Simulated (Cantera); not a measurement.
## Carbothermic reduction: SiO₂ + C + CO

Feed: 1 mol SiO₂, 3.1 mol C, 0.025 mol CO, equilibrated at 1777 °C.

Cantera equilibrium calculation (NASA polynomials, part measured and part estimated; ideal gas, pure solids and liquids). Candidate condensed phases: C, Si, SiC, SiO₂; 20 gas species. Equilibrium is a limit: real reactors are often held back by kinetics, nucleation or transport.

```
P (Pa)   log p CO  log p Si  log p SiO  log p SiC₂  log p Si₂C  log p CO₂  n C(graphite)  n SiC(s)
-------  --------  --------  ---------  ----------  ----------  ---------  -------------  --------
10          -4.03     -5.29      -6.01       -6.58       -6.77     -12.75          0.249     0.857
100         -3.01     -5.29      -4.99       -6.58       -6.77     -10.71          0.152     0.968
1000        -2.00     -5.29      -3.99       -6.58       -6.77      -8.70          0.143     0.978
10000       -1.00     -5.29      -2.99       -6.58       -6.77      -6.70          0.142     0.979
100000       0.00     -5.29      -1.99       -6.58       -6.77      -4.70          0.142     0.979
1000000      1.00     -5.29      -0.99       -6.58       -6.77      -2.70          0.142     0.979
```
log p: log10 of the partial pressure in bar; n: condensed amount in mol.

From 0.0750 Torr to 7500 Torr the condensed part is C(graphite) + SiC(s). The main Si-bearing gas is Si at 0.0750 Torr and SiO at 7500 Torr.
